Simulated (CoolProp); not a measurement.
Hydrogen chloride at several states: Z from the reference equation and from simpler models built on Tc = 324.7 K, pc = 8314 kPa, ω = 0.130; each cubic takes its own stable root.

Computed with CoolProp (reference Helmholtz-energy equation of state, Thol 2018).

```csv
T (K),p (kPa),phase,reference
441.8,5910,gas,0.9013
349.5,10.6,gas,0.9996
555.4,30300,supercritical,0.8777
284.1,1380,gas,0.8977
195.2,363,liquid,0.006984
293,14600,liquid,0.2404
```

Task: How far does each simpler model (Redlich-Kwong, Soave-Redlich-Kwong) lie from the reference over these 6 states: mean and median of the absolute difference, and the worst?

Result: 
- Redlich-Kwong: mean 6.2 %, median 1.1 %, worst +19.8 % at 293 K and 14600 kPa
- Soave-Redlich-Kwong: mean 7.1 %, median 4.9 %, worst +18.1 % at 293 K and 14600 kPa
